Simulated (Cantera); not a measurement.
Input (Python, Cantera) and output of one run.

```python
import numpy as np
import cantera as ct

gas_names = """
    C CO CO2 C2 C2O C3 C3O2 C4 C5 Cu CuO Cu2 O O2 O3
""".split()
cond_names = """
    C(gr) Cu(cr) Cu(L) CuO(s) Cu2O(s) Cu2O(L)
""".split()


# ... load() reads the species with a 1 bar reference pressure and builds the phases ...
atoms = {
    'Cu2O': {'Cu': 2, 'O': 1},
    'CO': {'C': 1, 'O': 1},
}
top_T = {'C(gr)': 4500, 'CuO(s)': 1390}  # K; cautious upper limits of use, not melting points


# ... equilibrate(T, P, feed) seeds the gas with the atoms and calls Mixture.equilibrate('TP', solver="vcs", rtol=1e-11, max_steps=5000) ...
results = []
feed = {'Cu2O': 1, 'CO': 0.79}  # mol
T = 1448  # K
P = 101325  # Pa
mix = equilibrate(T, P, feed)
results.append((T, P, feed, dict(zip(mix.species_names, mix.species_moles))))
x = sorted(zip(gas.X, gas.species_names), reverse=True)
print(f"T = {T:g} K  P = {P:g} Pa  gas = {mix.phase_moles(0):.4g} mol")
print("   x: " + "  ".join(f"{s} {v:.3e}" for v, s in x if v > 0.0001))
print("   condensed (mol): " + ("  ".join(f"{mix.phase(i).name} {mix.phase_moles(i):.4g}"
      for i in range(1, mix.n_phases) if mix.phase_moles(i) > 1e-12) or "none"))
```

It prints:

```
T = 1448 K  P = 101325 Pa  gas = 0.79 mol
   x: CO2 9.996e-01  CO 3.779e-04
   condensed (mol): Cu(L) 1.58  Cu2O(s) 0.2102
```

Equilibrium computed with Cantera from the NASA thermochemical tables; the gas is ideal and each condensed phase is pure. Mutual solubility and eutectic melting of coexisting phases are not modelled.
